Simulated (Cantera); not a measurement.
A closed system holds: 1 mol SiH4, 16 mol N2, 0.34 mol H2, 0.78 mol NH3, equilibrated at 1000 K and 85.0 mbar.

Method: chemical equilibrium by Gibbs-energy minimisation in Cantera with the NASA 1993 tables (ideal gas, pure condensed phases). Candidate condensed phases: Si, Si3N4; 18 gas species. Rates play no part.

Base state: N2 0.818, H2 0.182 (mole fractions); condensed: Si3N4(s).

Q: What changes in the equilibrium state with this change: SiH4 replaced by SiCl4?

A: 
```csv
species,before,after
N2,0.818,0.842
HCl,0,0.105
H2,0.182,0.0265
SiCl4,0,0.0261
SiHCl3,0,4.61e-5
SiCl3,0,1.69e-5
"Si3N4(s), mol",0.333,0.167
```
The tables' values for SiCl3 are old estimates; treat these amounts as uncertain. Further candidate phases: NH4Cl.
